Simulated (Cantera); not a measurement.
Input (Python, Cantera) and output of one run.

```python
import numpy as np
import cantera as ct

gas_names = """
    C CH CH2 CH3 CH2OH CH3O CH4 CH3OH CO CO2 COOH C2 C2H CHCO,ketyl C2H2,acetylene C2H2,vinylidene
    CH2CO,ketene C2H3,vinyl CH3CO,acetyl C2H4 C2H4O,ethylen CH3CHO,ethanal CH3COOH (HCOOH)2 C2H5 C2H6
    CH3OCH3 C2H5OH C2O C3 C3H3,propargyl C3H4,allene C3H4,propyne C3H4,cyclo- C3H5,allyl C3H6,propylene
    C3H6,cyclo- C3H6O C3H7,n-propyl C3H7,i-propyl C3H8 C3H8O,1propanol C3H8O,2propanol C3O2 C4 C4H2
    C4H4,1,3-cyclo- C4H6,butadiene C4H6,2-butyne C4H6,cyclo- C4H8,1-butene C4H8,cis2-buten
    C4H8,tr2-butene C4H8,isobutene C4H8,cyclo- (CH3COOH)2 C4H9,n-butyl C4H9,i-butyl C4H9,s-butyl
    C4H9,t-butyl C4H10,isobutane C4H10,n-butane C5 C5H6,1,3cyclo- C5H8,cyclo- C5H10,1-pentene
    C5H10,cyclo- C5H11,pentyl C5H11,t-pentyl C5H12,n-pentane C5H12,i-pentane CH3C(CH3)2CH3 C6H2
    C6H5,phenyl C6H5O,phenoxy C6H6 C6H5OH,phenol C6H10,cyclo- C6H12,1-hexene C6H12,cyclo- C6H13,n-hexyl
    C7H7,benzyl C7H8 C7H8O,cresol C7H14,1-heptene C7H15,n-heptyl C7H16,n-heptane C8H8,styrene
    C8H10,ethylbenz C8H16,1-octene C8H17,n-octyl C8H18,isooctane C8H18,n-octane C9H19,n-nonyl
    C10H8,naphthale C10H21,n-decyl C12H9,o-bipheny C12H10,bipheny H HCO HO2 H2 HCHO,formaldehy HCOOH H2O
    H2O2 O OH O2 O3 Si SiC SiC2 SiC4H12 SiH SiH2 SiH3 SiH4 SiO SiO2 Si2 Si2C Si3
""".split()
cond_names = """
    C(gr) C6H6(L) C7H8(L) C8H18(L),n-octa H2O(s) H2O(L) Si(cr) Si(L) SiC(b) SiO2(Lqz) SiO2(hqz) SiO2(L)
""".split()


def load(file, names, dense=False):
    # The tables refer to 1 bar. Condensed volumes are neglected.
    table = {s.name: s for s in ct.Species.list_from_file(file)}
    out = []
    for n in names:
        d = dict(table[n].input_data)
        d["thermo"] = dict(d["thermo"], **{"reference-pressure": 1e5})
        if dense:
            d["equation-of-state"] = {"model": "constant-volume", "density": "1e6 g/cm^3"}
        out.append(ct.Species.from_dict(d))
    return out


gas = ct.Solution(thermo="ideal-gas", species=load("nasa_gas.yaml", gas_names))
cond = {s.name: ct.Solution(thermo="fixed-stoichiometry", species=[s], name=s.name)
        for s in load("nasa_condensed.yaml", cond_names, dense=True)}
atoms = {
    'HMDSO': {'Si': 2, 'C': 6, 'H': 18, 'O': 1},
    'CO2': {'C': 1, 'O': 2},
    'H2': {'H': 2},
}
top_T = {'C(gr)': 4500, 'SiC(b)': 3050}  # K; cautious upper limits of use, not melting points


def equilibrate(T, P, feed):
    n = {}
    for name, mol in feed.items():
        for a, k in atoms[name].items():
            n[a] = n.get(a, 0.0) + k * mol
    gas.TPX = T, P, n
    mass = sum(n.values()) * gas.mean_molecular_weight
    gas.equilibrate("TP")
    valid = [c for c in cond.values() if c.min_temp <= T <= top_T.get(c.name, c.max_temp)]
    mix = ct.Mixture([(gas, mass / gas.mean_molecular_weight)] + [(c, 0.0) for c in valid])
    mix.T, mix.P = T, P
    mix.equilibrate("TP", solver="vcs", rtol=1e-11, max_steps=5000)
    return mix


results = []
feed = {'HMDSO': 1, 'CO2': 6.6, 'H2': 10}  # mol
P = 7800  # Pa
for T in [1450, 1500, 1550, 1600, 1650, 1700, 1750, 1800]:
    mix = equilibrate(T, P, feed)
    results.append((T, P, feed, dict(zip(mix.species_names, mix.species_moles))))
    x = sorted(zip(gas.X, gas.species_names), reverse=True)
    print(f"T = {T:g} K  P = {P:g} Pa  gas = {mix.phase_moles(0):.4g} mol")
    print("   x: " + "  ".join(f"{s} {v:.3e}" for v, s in x if v > 0.0001))
    print("   condensed (mol): " + ("  ".join(f"{mix.phase(i).name} {mix.phase_moles(i):.4g}"
          for i in range(1, mix.n_phases) if mix.phase_moles(i) > 1e-12) or "none"))
```

Result:

```
T = 1450 K  P = 7800 Pa  gas = 29.2 mol
   x: H2 6.504e-01  CO 3.493e-01  CH4 1.090e-04
   condensed (mol): C(gr) 2.396  SiO2(hqz) 1.998
T = 1500 K  P = 7800 Pa  gas = 29.22 mol
   x: H2 6.499e-01  CO 3.494e-01  SiO 4.694e-04
   condensed (mol): C(gr) 2.385  SiO2(hqz) 1.986
T = 1550 K  P = 7800 Pa  gas = 30.87 mol
   x: H2 6.153e-01  CO 3.828e-01  SiO 1.771e-03
   condensed (mol): SiC(b) 0.7816  SiO2(hqz) 1.164
T = 1600 K  P = 7800 Pa  gas = 31.03 mol
   x: H2 6.121e-01  CO 3.821e-01  SiO 5.612e-03  H 1.523e-04
   condensed (mol): SiC(b) 0.7421  SiO2(hqz) 1.084
T = 1650 K  P = 7800 Pa  gas = 31.5 mol
   x: H2 6.030e-01  CO 3.801e-01  SiO 1.657e-02  H 2.526e-04
   condensed (mol): SiC(b) 0.6264  SiO2(hqz) 0.8518
T = 1700 K  P = 7800 Pa  gas = 32.81 mol
   x: H2 5.788e-01  CO 3.749e-01  SiO 4.589e-02  H 4.014e-04
   condensed (mol): SiC(b) 0.2985  SiO2(L) 0.1955
T = 1750 K  P = 7800 Pa  gas = 33.21 mol
   x: H2 5.718e-01  CO 3.734e-01  SiO 5.418e-02  H 6.297e-04
   condensed (mol): SiC(b) 0.2005
T = 1800 K  P = 7800 Pa  gas = 33.22 mol
   x: H2 5.715e-01  CO 3.733e-01  SiO 5.418e-02  H 9.692e-04
   condensed (mol): SiC(b) 0.2001
```

Equilibrium computed with Cantera from the NASA thermochemical tables; the gas is ideal and each condensed phase is pure. The feed counts by its element totals alone. Mutual solubility and eutectic melting of coexisting phases are not modelled. The tables hold silica as quartz up to 1696 K and as liquid above; real silica turns to tridymite and cristobalite and melts near 1996 K.
